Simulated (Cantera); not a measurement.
An adiabatic, constant-pressure homogeneous reactor starts with H2 : O2 : N2 = 1 : 1.11 : 4.18 (molar parts), equivalence ratio 0.45, at 1723 K and 5.00 bar. Integrator tolerance rtol = 1e-08.

Cantera simulation using the H2/O2 subset of GRI-Mech 3.0, which has no nitrogen chemistry; the numbers are that mechanism's predictions, not measurements. The hydrogen kinetics of GRI-Mech 3.0 are dated; newer H2 mechanisms differ, most at raised pressure.

How do the results move with these cheaper or finer settings: full GRI-Mech 3.0 in place of its H2/O2 subset; rtol 1e-08 to 0.01; rtol 1e-08 to 0.0001; rtol 1e-08 to 1e-05?


| setting | time of steepest temperature rise | temperature at 4.00 s | equilibrium temperature | x(H2) at 4.00 s | integrator steps |
|---|---|---|---|---|---|
| as above | 1.61 µs | 2687 K | 2687 K | 0.00313 | 1010 |
| full GRI-Mech 3.0 in place of its H2/O2 subset | 1.61 µs | 2659 K | 2659 K | 0.00293 | 1118 |
| rtol 1e-08 to 0.01 | 1.62 µs | 2735 K | 2687 K | 0.00377 | 246 |
| rtol 1e-08 to 0.0001 | 1.61 µs | 2687 K | 2687 K | 0.00313 | 282 |
| rtol 1e-08 to 1e-05 | 1.61 µs | 2687 K | 2687 K | 0.00313 | 435 |
